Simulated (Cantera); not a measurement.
Feed: 1 mol trisilylamine, 3.6 mol NH3, 26 mol H2, at 0.000110 bar.

These are equilibrium values from Cantera (NASA tables, ideal gas, pure condensed phases), not measurements of a reactor. Candidate condensed phases: Si, Si3N4; 18 gas species. The feed counts by its element totals alone. Mutual solubility and eutectic melting of coexisting phases are not modelled. Gases not in the tables: Si2H6 and higher silanes. Rates play no part.

Problem. Which condensed phases are stable at each of these points (T (°C)): 577, 677, 777, 877, 977, 1077, 1177, 1277, 1377, 1477?

Solution. 
| T (°C) | condensed phases | Si condensed (%) |
|---|---|---|
| 577 | Si3N4(s) | 100.0 |
| 677 | Si3N4(s) | 100.0 |
| 777 | Si3N4(s) | 100.0 |
| 877 | Si3N4(s) | 100.0 |
| 977 | Si3N4(s) | 100.0 |
| 1077 | Si(s) + Si3N4(s) | 100.0 |
| 1177 | Si(s) | 100.0 |
| 1277 | Si(s) | 99.6 |
| 1377 | Si(s) | 96.8 |
| 1477 | Si(l) | 81.6 |

From 577 °C to 977 °C the condensed part is Si3N4(s). At 1077 °C the condensed part is Si(s) + Si3N4(s). From 1177 °C to 1377 °C the condensed part is Si(s). At 1477 °C the condensed part is Si(l).
